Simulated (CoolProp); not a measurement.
Vapour-liquid equilibrium of isopentane (1) + R365MFC (2) at 1.75 MPa; x and y are mole fractions of (1).

Values from CoolProp's multi-fluid Helmholtz-energy mixture model, Lemmon 2006 and Lemmon 2016; pair parameters Bell 2016.

Question: Give the bubble temperature and the first vapour's composition at x = 0.15, 0.35, 0.85. Is there an azeotrope?

Answer: x = 0.15: 416.3 K, y = 0.222; x = 0.35: 410.0 K, y = 0.418; x = 0.85: 411.5 K, y = 0.795. y crosses x between x = 0.55 and 0.65: the model has an azeotrope there.

The pair parameters rest on a limited set of measurements; away from them the model extrapolates.
